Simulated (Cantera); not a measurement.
A freely propagating, adiabatic, planar premixed flame of 21.5 % H₂, 16.5 % O₂, 62.0 % N₂, equivalence ratio 0.65, unburnt at 300 K and 1.20 bar; unity-Lewis-number transport, grid criteria slope 0.08 and curve 0.16, no radiation.

Model: the H2/O2 subset of GRI-Mech 3.0, which has no nitrogen chemistry, integrated in Cantera. Unity Lewis numbers drop preferential diffusion, which matters most where H2 and H carry the flame. Burning velocities carry a grid error of a few per cent, more on coarse grids. Lean hydrogen flames are cellular in practice and burn faster than this planar one.

x: mole fraction of selected species; z is measured from the peak of heat release.

```json
[
 {"z (mm)": "-0.679", "T (K)": "300", "u (m/s)": "1.09", "x H₂": "0.215", "x O₂": "0.165", "x HO₂": "1.26e-8", "x H₂O₂": "<1e-8", "x OH": "<1e-8", "x H": "<1e-8"},
 {"z (mm)": "-0.453", "T (K)": "300", "u (m/s)": "1.09", "x H₂": "0.215", "x O₂": "0.165", "x HO₂": "2.58e-7", "x H₂O₂": "1.08e-7", "x OH": "<1e-8", "x H": "<1e-8"},
 {"z (mm)": "-0.340", "T (K)": "302", "u (m/s)": "1.10", "x H₂": "0.214", "x O₂": "0.165", "x HO₂": "1.24e-6", "x H₂O₂": "5.10e-7", "x OH": "<1e-8", "x H": "<1e-8"},
 {"z (mm)": "-0.226", "T (K)": "313", "u (m/s)": "1.14", "x H₂": "0.213", "x O₂": "0.164", "x HO₂": "1.11e-5", "x H₂O₂": "4.12e-6", "x OH": "7.32e-8", "x H": "<1e-8"},
 {"z (mm)": "-0.113", "T (K)": "(withheld)", "u (m/s)": "1.79", "x H₂": "(withheld)", "x O₂": "0.155", "x HO₂": "(withheld)", "x H₂O₂": "(withheld)", "x OH": "(withheld)", "x H": "(withheld)"},
 {"z (mm)": "-0.0566", "T (K)": "840", "u (m/s)": "2.96", "x H₂": "0.149", "x O₂": "0.134", "x HO₂": "0.000266", "x H₂O₂": "2.92e-5", "x OH": "0.000612", "x H": "0.00209"},
 {"z (mm)": "0", "T (K)": "1220", "u (m/s)": "4.19", "x H₂": "0.0799", "x O₂": "0.102", "x HO₂": "0.000121", "x H₂O₂": "1.07e-5", "x OH": "0.00290", "x H": "0.0140"},
 {"z (mm)": "0.0566", "T (K)": "1461", "u (m/s)": "4.93", "x H₂": "0.0314", "x O₂": "0.0772", "x HO₂": "7.05e-5", "x H₂O₂": "5.14e-6", "x OH": "0.00707", "x H": "0.0199"},
 {"z (mm)": "0.113", "T (K)": "1590", "u (m/s)": "5.32", "x H₂": "(withheld)", "x O₂": "0.0685", "x HO₂": "(withheld)", "x H₂O₂": "(withheld)", "x OH": "0.00920", "x H": "(withheld)"},
 {"z (mm)": "0.226", "T (K)": "1718", "u (m/s)": "5.69", "x H₂": "0.0103", "x O₂": "0.0650", "x HO₂": "3.49e-5", "x H₂O₂": "1.49e-6", "x OH": "0.00976", "x H": "0.00815"},
 {"z (mm)": "0.453", "T (K)": "1818", "u (m/s)": "5.97", "x H₂": "0.00590", "x O₂": "0.0639", "x HO₂": "2.10e-5", "x H₂O₂": "7.92e-7", "x OH": "0.00849", "x H": "0.00313"},
 {"z (mm)": "0.906", "T (K)": "1881", "u (m/s)": "6.15", "x H₂": "0.00270", "x O₂": "0.0636", "x HO₂": "1.04e-5", "x H₂O₂": "4.46e-7", "x OH": "0.00624", "x H": "0.000890"},
 {"z (mm)": "1.81", "T (K)": "1914", "u (m/s)": "6.24", "x H₂": "0.00102", "x O₂": "0.0638", "x HO₂": "4.45e-6", "x H₂O₂": "2.47e-7", "x OH": "0.00401", "x H": "0.000200"}
]
```

Question: Some entries are withheld; supply them.

Answer: 
- -0.113, T (K): 497
- -0.113, x H₂: 0.193
- -0.113, x HO₂: 0.000232
- -0.113, x H₂O₂: 3.28e-5
- -0.113, x OH: 3.29e-5
- -0.113, x H: 1.24e-5
- 0.113, x H₂: 0.0168
- 0.113, x HO₂: 5.11e-5
- 0.113, x H₂O₂: 2.96e-6
- 0.113, x H: 0.0156
